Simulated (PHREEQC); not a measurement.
Copper plating or etch bath: speciation

Dissolve 0.25 mol/kgw CuSO4, 0.00074 mol/kgw HBF4 and 0.019 mol/kgw NaCl at 28 °C. Closed to the air; pH follows from the charge balance.

All values are PHREEQC results (ion-association model, wateq4f.dat), not measurements.

No solid was allowed to form.

**Question.** Estimate the pH, activity of water, ionic strength.

**Answer.** pH 3.35; activity of water 0.993; ionic strength 0.487 mol/kgw.

**Question.** In which forms is F present?

**Answer.** F- 50 %, CuF+ 24 %, HF 20 %, BF4- 2.4 %, BF2(OH)2- 1.6 %, BF3OH- 1.0 % of the F.

Real BF4- forms and hydrolyses slowly; the run takes it at equilibrium.
